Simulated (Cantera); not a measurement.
Feed: 1 mol C3H8, 0.09 mol CO2, held at 0.100 bar.

Cantera equilibrium calculation (NASA polynomials, part measured and part estimated; ideal gas, pure solids and liquids). Candidate condensed phases: C, C6H6, C7H8, C8H18, H2O; 131 gas species. Ions and electrons are included (thermal ionisation). Rates play no part.

Question: Which condensed phases are stable at each of these points (T (K)): 2000, 2250, 2500, 2750, 3000, 3250, 3500, 3750, 4000, 4250, 4500, 4750, 5000?

Answer: 
| T (K) | condensed phases | C condensed (%) |
|---|---|---|
| 2000 | C(graphite) | 94.0 |
| 2250 | C(graphite) | 93.3 |
| 2500 | C(graphite) | 91.5 |
| 2750 | C(graphite) | 87.4 |
| 3000 | C(graphite) | 78.9 |
| 3250 | C(graphite) | 44.4 |
| 3500 | gas only | 0.0 |
| 3750 | gas only | 0.0 |
| 4000 | gas only | 0.0 |
| 4250 | gas only | 0.0 |
| 4500 | gas only | 0.0 |
| 4750 | gas only | 0.0 |
| 5000 | gas only | 0.0 |

From 2000 K to 3250 K the condensed part is C(graphite). From 3500 K to 5000 K nothing is condensed.
